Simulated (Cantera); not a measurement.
An isothermal, constant-pressure homogeneous reactor starts with 12.4 % C₃H₈, 87.6 % H₂, at 1525 K and 5500 Pa.

Cantera simulation using GRI-Mech 3.0 (53 species, 325 reactions); the numbers are that mechanism's predictions, not measurements. GRI-Mech 3.0 was tuned for natural gas; its chemistry of propane as a main component is partial and can be far from experiment. GRI-Mech 3.0 stops at C3 and has no aromatics, soot or wall deposition, so with more carbon than oxygen in the feed, carbon stays in small species such as C2H2 where larger ones or solid carbon would form.

Problem. Predict: x(C₃H₈) at 2.00 s; x(H₂) at 2.00 s; x(C₂H₂) at 2.00 s; x(C₂H) at 2.00 s; x(H) at 2.00 s; x(C₂H₄) at 2.00 s; x(C₂H₆) at 2.00 s.

Solution. x(C₃H₈) at 2.00 s: 1.27e-9 (gas-phase equilibrium 5.36e-11)
x(H₂) at 2.00 s: 0.816 (gas-phase equilibrium 0.858)
x(C₂H₂) at 2.00 s: 0.106 (gas-phase equilibrium 0.130)
x(C₂H) at 2.00 s: 2.02e-8 (gas-phase equilibrium 3.13e-8)
x(H) at 2.00 s: 7.08e-5 (gas-phase equilibrium 9.41e-5)
x(C₂H₄) at 2.00 s: 0.00121 (gas-phase equilibrium 0.00135)
x(C₂H₆) at 2.00 s: 8.86e-6 (gas-phase equilibrium 4.58e-7)
